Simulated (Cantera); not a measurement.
## Si + HBr (silicon etching in halogen gases)

Input: 1 mol Si, 16 mol HBr, equilibrated at 0.000210 bar.

These are equilibrium values from Cantera (NASA tables, ideal gas, pure condensed phases), not measurements of a reactor. Candidate condensed phases: Br₂, Si; 19 gas species. The tables' values for SiBr₃, SiBr are old estimates; treat these amounts as uncertain. Rates play no part.

From 600 K to 1500 K nothing is condensed. The main Si-bearing gas is SiBr₄ at 600 K and SiBr₂ at 1500 K.

| T (K) | x HBr | x Br | x H₂ | x SiBr₄ | x SiBr₂ |
|---|---|---|---|---|---|
| 600 | 0.800 | 3.22e-9 | 0.133 | 0.0667 | <1e-12 |
| 700 | 0.800 | 2.39e-7 | 0.133 | 0.0667 | 9.56e-11 |
| 800 | 0.800 | 6.10e-6 | 0.133 | 0.0667 | 4.14e-8 |
| 900 | 0.800 | 7.65e-5 | 0.133 | 0.0666 | 4.53e-6 |
| 1000 | 0.800 | 0.000582 | 0.133 | 0.0662 | 0.000189 |
| 1100 | 0.801 | 0.00312 | 0.130 | 0.0613 | 0.00355 |
| 1200 | 0.810 | 0.0137 | 0.111 | 0.0380 | 0.0229 |
| 1300 | 0.794 | 0.0467 | 0.0974 | 0.0104 | 0.0479 |
| 1400 | 0.718 | 0.107 | 0.115 | 0.00139 | 0.0562 |
| 1500 | 0.602 | 0.189 | 0.151 | 0.000154 | 0.0557 |
x: gas mole fraction; nothing condenses.
